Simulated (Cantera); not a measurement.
A closed system holds: 1 mol Nb2O5, 210 mol H2, held at 1927 °C and 1.33 mbar.

Method: chemical equilibrium by Gibbs-energy minimisation in Cantera with the NASA 1993 tables (ideal gas, pure condensed phases). Candidate condensed phases: H2O, Nb, NbO, NbO2, Nb2O5; 12 gas species. Kinetics and transport are ignored.

Task: What is the equilibrium state?

Result: 
```json
{
 "x(H2)": "0.844",
 "x(H)": "0.142",
 "x(NbO2)": "0.00759",
 "x(H2O)": "0.00542",
 "x(NbO)": "0.00118",
 "x(OH)": "0.000127",
 "x(O)": "1.49e-5",
 "gas_amount": "228.2 mol",
 "log10 activity of Nb(s) (absent)": "-0.65",
 "log10 activity of NbO2(l) (absent)": "-0.89"
}
```
